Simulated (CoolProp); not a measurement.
A single-stage vapour-compression cycle with C2F6 (R116): evaporating at 211.15 K (dew point), condensing at 238.15 K (bubble point), superheat 8 K, subcooling 2 K, compressor efficiency 0.85, no pressure losses. Each further row changes one setting.

Computed with CoolProp (reference Helmholtz-energy equation of state, Lemmon 2006). It is a short technical equation, of lower accuracy than the large ones.

```
case                              cooling COP  pressure ratio  discharge temperature (K)  refrigerating effect (kJ/kg)  volumetric capacity (kJ/m³)
--------------------------------  -----------  --------------  -------------------------  ----------------------------  ---------------------------
as stated                                5.70            2.89                      248.8                          89.2                         1620
evaporating temperature 216.15 K         7.37            2.32                      248.0                          91.8                         2050
condensing temperature 233.15 K          7.26            2.42                      243.6                          94.5                         1720
subcooling 7 K                           6.04            2.89                      248.8                          94.5                         1720
superheat 18 K                           5.79            2.89                      258.8                          96.0                         1650
compressor efficiency 0.75               5.03            2.89                      251.5                          89.2                         1620
```
